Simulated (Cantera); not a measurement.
A closed system holds: 1 mol CH3SiCl3, 1.7 mol H2, at 750 Torr.

Cantera equilibrium calculation (NASA polynomials, part measured and part estimated; ideal gas, pure solids and liquids). Candidate condensed phases: C, C6H6, C7H8, C8H18, Si, SiC; 109 gas species. The feed counts by its element totals alone. The tables' values for SiCl3, SiCl are old estimates; treat these amounts as uncertain. Gases not in the tables: Si2H6 and higher silanes. Equilibrium is a limit: real reactors are often held back by kinetics, nucleation or transport.

x: gas mole fraction; n: condensed amount in mol.

```
T (K)   x H2  x HCl  x SiCl2   x SiCl4  x SiCl3  n C(graphite)  n SiC(s)
-----  -----  -----  -------  --------  -------  -------------  --------
1575   0.487  0.445   0.0133    0.0352   0.0134          0.299     0.699
1675   0.462  0.475   0.0237    0.0200   0.0151          0.283     0.716
1775   0.450  0.486   0.0361    0.0102   0.0148          0.291     0.707
1875   0.446  0.484   0.0492   0.00494   0.0131     (withheld)     0.681
1975   0.448  0.474   0.0618   0.00234   0.0110     (withheld)     0.645
2075   0.452  0.460   0.0736   0.00112  0.00896     (withheld)     0.605
2175   0.457  0.443   0.0844  0.000556  0.00722          0.426     0.564
2275   0.462  0.425   0.0941  0.000285  0.00581          0.459     0.524
2375   0.465  0.407    0.103  0.000151  0.00467          0.488     0.483
```

Task: What belongs in the gaps?

Result: 
- 1875, n C(graphite): 0.317
- 1975, n C(graphite): 0.351
- 2075, n C(graphite): 0.389
